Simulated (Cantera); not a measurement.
A perfectly stirred reactor is fed with CH4 : O2 : N2 : H2O = 1 : 3.28 : 12.3 : 1.6 (molar parts), equivalence ratio 0.61, at 4.90 bar; it is adiabatic with a 575 K inlet, and is followed from long to short residence time, starting on the burning branch (τ in s: 0.13, 0.048, 0.017, 0.0062, 0.0022, 0.0008, 0.00029, 0.0001, 3.7e-05, 1.3e-05).

Model: GRI-Mech 3.0 (53 species, 325 reactions), integrated in Cantera.

What does this change do: pressure from 4.90 bar to 0.520 bar?


```csv
quantity,before,after
"blow-out, bracketed by the residence times tried","burning at 0.290 ms, out at 0.100 ms","burning at 0.290 ms, out at 0.100 ms"
x(CH4) at τ = 0.130 s,5.07e-6,1.08e-5
x(O2) at τ = 0.130 s,0.0703,0.0702
x(H2O) at τ = 0.130 s,0.198,0.197
x(H2O2) at τ = 0.130 s,1.21e-7,8.09e-8
x(NO) at τ = 0.130 s,8.37e-6,1.07e-5
x(CH4) at τ = 0.800 ms,0.000217,0.000403
x(O2) at τ = 0.800 ms,0.0722,0.0753
x(H2O) at τ = 0.800 ms,0.196,0.187
x(H2O2) at τ = 0.800 ms,8.23e-7,6.57e-7
x(NO) at τ = 0.800 ms,2.83e-6,4.23e-6
```
